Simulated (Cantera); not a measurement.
Input (Python, Cantera) and output of one run.

```python
import numpy as np
import cantera as ct

gas_names = """
    H HO2 H2 H2O H2O2 O OH O2 O3 Pb PbO Pb2
""".split()
cond_names = """
    H2O(s) H2O(L) Pb(cr) Pb(L) PbO(rd) PbO(yw) PbO(L) PbO2(s) Pb3O4(s)
""".split()


# ... load() reads the species with a 1 bar reference pressure and builds the phases ...
atoms = {
    'Pb': {'Pb': 1},
    'O2': {'O': 2},
    'H2': {'H': 2},
}
top_T = {'Pb3O4(s)': 820}  # K; cautious upper limits of use, not melting points


# ... equilibrate(T, P, feed) seeds the gas with the atoms and calls Mixture.equilibrate('TP', solver="vcs", rtol=1e-11, max_steps=5000) ...
results = []
feed = {'Pb': 1, 'O2': 0.019, 'H2': 0.36}  # mol
P = 13332.2  # Pa
for T in [573, 623, 673, 723, 773, 823, 873, 923, 973, 1023]:
    mix = equilibrate(T, P, feed)
    results.append((T, P, feed, dict(zip(mix.species_names, mix.species_moles))))

top = {s: max(r[3][s] / sum(r[3][g] for g in gas_names) for r in results) for s in gas_names}
cols = sorted((s for s in top if top[s] > 1e-05), key=lambda s: -top[s])[:9]
seen = [c for c in cond_names if any(r[3].get(c, 0) > 1e-12 for r in results)]
print("log10 of partial pressures in bar; condensed amounts in mol")
print(f"{'T/K':>10s}" + "".join(f"{s[:9]:>10s}" for s in cols + seen))
for T, P, feed, n in results:
    ng = sum(n[g] for g in gas_names)
    print(f"{T:10.4g}" + "".join(f"{np.log10(max(n[s] / ng * P / 1e5, 1e-99)):10.3f}" for s in cols)
          + "".join(f"{n.get(c, 0):10.4g}" for c in seen))
```

Result:

```
log10 of partial pressures in bar; condensed amounts in mol
       T/K        H2       H2O        Pb    Pb(cr)     Pb(L)
       573    -0.924    -1.852   -12.079         1         0
       623    -0.924    -1.852   -10.683         0         1
       673    -0.924    -1.852    -9.514         0         1
       723    -0.924    -1.852    -8.509         0         1
       773    -0.924    -1.852    -7.637         0         1
       823    -0.924    -1.852    -6.872         0         1
       873    -0.924    -1.852    -6.197         0         1
       923    -0.924    -1.852    -5.596         0         1
       973    -0.924    -1.852    -5.058         0         1
      1023    -0.924    -1.852    -4.574         0    0.9999
```

Equilibrium computed with Cantera from the NASA thermochemical tables; the gas is ideal and each condensed phase is pure.
